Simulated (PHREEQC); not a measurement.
A solution holds 2.3 mol/kgw LiCl, 0.035 mol/kgw K2SO4 and 0.29 mol/kgw MgCl2, at 25 °C. Closed to the air; pH follows from the charge balance.

Equilibrium calculation in PHREEQC: Pitzer model, pitzer.dat.

Each row changes one thing in this solution. No solid was allowed to form.

```json
[
 {"case": "as made", "MgOH+ (mol/kgw)": "4.14e-7", "HSO4- (mol/kgw)": "1.72e-7", "SI of Sylvite (KCl)": "-1.82", "SI of Epsomite (MgSO4:7H2O)": "-2.27"},
 {"case": "MgCl2 from 0.29 to 0.261 mol/kgw", "MgOH+ (mol/kgw)": "3.87e-7", "HSO4- (mol/kgw)": "1.67e-7", "SI of Sylvite (KCl)": "-1.83", "SI of Epsomite (MgSO4:7H2O)": "-2.31"},
 {"case": "temperature from 25 to 30 °C", "MgOH+ (mol/kgw)": "5.19e-7", "HSO4- (mol/kgw)": "2.30e-7", "SI of Sylvite (KCl)": "-1.87", "SI of Epsomite (MgSO4:7H2O)": "-2.34"},
 {"case": "K2SO4 from 0.035 to 0.0385 mol/kgw", "MgOH+ (mol/kgw)": "4.21e-7", "HSO4- (mol/kgw)": "1.86e-7", "SI of Sylvite (KCl)": "-1.78", "SI of Epsomite (MgSO4:7H2O)": "-2.23"}
]
```
